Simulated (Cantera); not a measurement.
Silicon etching in halogen gases: Si + Br2 + H2 + HBr

Input: 1 mol Si, 8.5 mol Br2, 0.11 mol H2, 3.9 mol HBr, held at 0.00133 bar.

These are equilibrium values from Cantera (NASA tables, ideal gas, pure condensed phases), not measurements of a reactor. Candidate condensed phases: Br2, Si; 19 gas species. The tables' values for SiBr3, SiBr are old estimates; treat these amounts as uncertain. The numbers say what is thermodynamically allowed, not how fast it happens.

```json
[
 {"T (K)": "873", "x Br": "0.0208", "x Br2": "0.539", "x HBr": "0.354", "x SiBr4": "0.0860", "x SiBr2": "<1e-12"},
 {"T (K)": "948", "x Br": "0.0587", "x Br2": "0.509", "x HBr": "0.347", "x SiBr4": "0.0843", "x SiBr2": "1.25e-11"},
 {"T (K)": "1023", "x Br": "0.137", "x Br2": "0.449", "x HBr": "0.333", "x SiBr4": "0.0809", "x SiBr2": "4.99e-10"},
 {"T (K)": "1098", "x Br": "0.266", "x Br2": "0.348", "x HBr": "0.310", "x SiBr4": "0.0753", "x SiBr2": "1.33e-8"},
 {"T (K)": "1173", "x Br": "0.425", "x Br2": "0.225", "x HBr": "0.282", "x SiBr4": "0.0684", "x SiBr2": "2.78e-7"},
 {"T (K)": "1248", "x Br": "0.563", "x Br2": "0.117", "x HBr": "0.257", "x SiBr4": "0.0623", "x SiBr2": "5.19e-6"},
 {"T (K)": "1323", "x Br": "0.647", "x Br2": "0.0524", "x HBr": "0.242", "x SiBr4": "0.0583", "x SiBr2": "8.81e-5"},
 {"T (K)": "1398", "x Br": "0.686", "x Br2": "0.0225", "x HBr": "0.234", "x SiBr4": "0.0541", "x SiBr2": "0.00123"},
 {"T (K)": "1473", "x Br": "0.709", "x Br2": "0.0100", "x HBr": "0.226", "x SiBr4": "0.0397", "x SiBr2": "0.0108"},
 {"T (K)": "1548", "x Br": "0.729", "x Br2": "0.00483", "x HBr": "0.214", "x SiBr4": "0.0132", "x SiBr2": "0.0336"},
 {"T (K)": "1623", "x Br": "0.739", "x Br2": "0.00243", "x HBr": "0.206", "x SiBr4": "0.00229", "x SiBr2": "0.0455"}
]
```
x: gas mole fraction; nothing condenses.

From 873 K to 1623 K nothing is condensed. The main Si-bearing gas is SiBr4 at 873 K and SiBr2 at 1623 K.
